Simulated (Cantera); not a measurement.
A closed system holds: 1 mol CaO, 11 mol HF, equilibrated at 0.0130 bar.

These are equilibrium values from Cantera (NASA tables, ideal gas, pure condensed phases), not measurements of a reactor. Candidate condensed phases: Ca, CaF2, CaO, Ca(OH)2, H2O; 29 gas species. Equilibrium is a limit: real reactors are often held back by kinetics, nucleation or transport.

x: gas mole fraction; n: condensed amount in mol.

```
T (K)   x HF   x H2O    x CaF2  x H2      x O2  n CaF2(s)  n CaF2(l)
-----  -----  ------  --------  ----  --------  ---------  ---------
923    0.900   0.100    <1e-12   ___   2.15e-8       1.00          0
1073   0.900  0.1000  3.11e-10   ___   4.32e-7       1.00          0
1223   0.900  0.1000   9.90e-8   ___   4.17e-6      1.000          0
1373   0.900  0.0999   8.39e-6   ___   2.45e-5      1.000          0
1523   0.900  0.0997  0.000272   ___  0.000101      0.997          0
1673   0.896  0.0987   0.00434   ___  0.000323      0.956          0
1823   0.867  0.0940    0.0358   ___  0.000830          0      0.628
1973   0.816  0.0854    0.0906   ___   0.00179          0          0
```

Task: Complete the blanks.

Result: 
- 923, x H2: 4.36e-8
- 1073, x H2: 8.88e-7
- 1223, x H2: 8.73e-6
- 1373, x H2: 5.25e-5
- 1523, x H2: 0.000223
- 1673, x H2: 0.000727
- 1823, x H2: 0.00191
- 1973, x H2: 0.00415
